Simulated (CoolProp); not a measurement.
Vapour-liquid equilibrium of CH2F2 (R32) (1) + dimethyl ether (2) at 0.289 MPa; x and y are mole fractions of (1).

Values from CoolProp's multi-fluid Helmholtz-energy mixture model, Tillner-Roth 1997 and Wu 2011; pair parameters Bell 2016.

```json
[
 {"x": "0.05", "bubble temperature (°C)": "0.0", "y at the bubble point": "0.119", "dew temperature at overall composition x (°C)": "1.4", "liquid density (mol/L)": "15.40"},
 {"x": "0.15", "bubble temperature (°C)": "(withheld)", "y at the bubble point": "0.325", "dew temperature at overall composition x (°C)": "-0.7", "liquid density (mol/L)": "15.97"},
 {"x": "0.25", "bubble temperature (°C)": "-8.9", "y at the bubble point": "0.489", "dew temperature at overall composition x (°C)": "(withheld)", "liquid density (mol/L)": "16.57"},
 {"x": "0.35", "bubble temperature (°C)": "(withheld)", "y at the bubble point": "0.616", "dew temperature at overall composition x (°C)": "-5.3", "liquid density (mol/L)": "17.19"},
 {"x": "0.45", "bubble temperature (°C)": "-16.2", "y at the bubble point": "0.714", "dew temperature at overall composition x (°C)": "(withheld)", "liquid density (mol/L)": "17.83"},
 {"x": "0.55", "bubble temperature (°C)": "-19.2", "y at the bubble point": "0.791", "dew temperature at overall composition x (°C)": "-10.7", "liquid density (mol/L)": "18.50"},
 {"x": "0.65", "bubble temperature (°C)": "-21.7", "y at the bubble point": "0.852", "dew temperature at overall composition x (°C)": "-13.9", "liquid density (mol/L)": "19.20"},
 {"x": "0.75", "bubble temperature (°C)": "-24.0", "y at the bubble point": "0.901", "dew temperature at overall composition x (°C)": "-17.5", "liquid density (mol/L)": "19.94"},
 {"x": "0.85", "bubble temperature (°C)": "-26.0", "y at the bubble point": "(withheld)", "dew temperature at overall composition x (°C)": "-21.7", "liquid density (mol/L)": "20.73"},
 {"x": "0.95", "bubble temperature (°C)": "-27.8", "y at the bubble point": "(withheld)", "dew temperature at overall composition x (°C)": "-26.3", "liquid density (mol/L)": "21.59"}
]
```

Problem. Fill in the missing entries.

Solution. 
- 0.15, bubble temperature (°C): -4.7
- 0.25, dew temperature at overall composition x (°C): -2.9
- 0.35, bubble temperature (°C): -12.8
- 0.45, dew temperature at overall composition x (°C): -7.9
- 0.85, y at the bubble point: 0.943
- 0.95, y at the bubble point: 0.982

No azeotrope shows between x = 0.05 and 0.95.

Pair parameters are fitted to limited data, so mixtures are less certain than the pure fluids. The gap from Raoult's law changes sign with composition, which may be real or a fault of the pair parameters; it wasn't checked against measurements.
